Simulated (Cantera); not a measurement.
A perfectly stirred reactor is fed with CO : H2 : O2 : N2 : CO2 = 1 : 0.041 : 0.62 : 2.33 : 0.28 (molar parts), equivalence ratio 0.84, at 1.60 bar; it is adiabatic with a 550 K inlet, and is followed from long to short residence time, starting on the burning branch (τ in s: 0.2, 0.08, 0.032, 0.013, 0.0053, 0.0022, 0.00088, 0.00036, 0.00014, 5.9e-05).

Detailed kinetics in Cantera: GRI-Mech 3.0 (53 species, 325 reactions).

What does this change do: inlet temperature 550 to 750 K?


| quantity | before | after |
|---|---|---|
| blow-out, bracketed by the residence times tried | burning at 0.360 ms, out at 0.140 ms | burning at 0.140 ms, out at 59.0 µs |
| x(CO) at τ = 0.200 s | 0.0188 | 0.0272 |
| x(H2) at τ = 0.200 s | 0.000106 | 0.000145 |
| x(O2) at τ = 0.200 s | 0.0331 | 0.0358 |
| x(O) at τ = 0.200 s | 0.000831 | 0.00129 |
| x(H2O2) at τ = 0.200 s | 1.09e-8 | 1.28e-8 |
| x(CO) at τ = 2.20 ms | 0.0640 | 0.0698 |
| x(H2) at τ = 2.20 ms | 0.000418 | 0.000423 |
| x(O2) at τ = 2.20 ms | 0.0544 | 0.0566 |
| x(O) at τ = 2.20 ms | 0.00611 | 0.00681 |
| x(H2O2) at τ = 2.20 ms | 7.52e-8 | 5.25e-8 |

What does this change do: inlet temperature 550 to 375 K?


```json
[
 {"quantity": "blow-out, bracketed by the residence times tried", "before": "burning at 0.360 ms, out at 0.140 ms", "after": "burning at 0.360 ms, out at 0.140 ms"},
 {"quantity": "x(CO) at τ = 0.200 s", "before": "0.0188", "after": "0.0139"},
 {"quantity": "x(H2) at τ = 0.200 s", "before": "0.000106", "after": "8.32e-5"},
 {"quantity": "x(O2) at τ = 0.200 s", "before": "0.0331", "after": "0.0316"},
 {"quantity": "x(O) at τ = 0.200 s", "before": "0.000831", "after": "0.000600"},
 {"quantity": "x(H2O2) at τ = 0.200 s", "before": "1.09e-8", "after": "1.03e-8"},
 {"quantity": "x(CO) at τ = 2.20 ms", "before": "0.0640", "after": "0.0590"},
 {"quantity": "x(H2) at τ = 2.20 ms", "before": "0.000418", "after": "0.000411"},
 {"quantity": "x(O2) at τ = 2.20 ms", "before": "0.0544", "after": "0.0524"},
 {"quantity": "x(O) at τ = 2.20 ms", "before": "0.00611", "after": "0.00549"},
 {"quantity": "x(H2O2) at τ = 2.20 ms", "before": "7.52e-8", "after": "1.05e-7"}
]
```
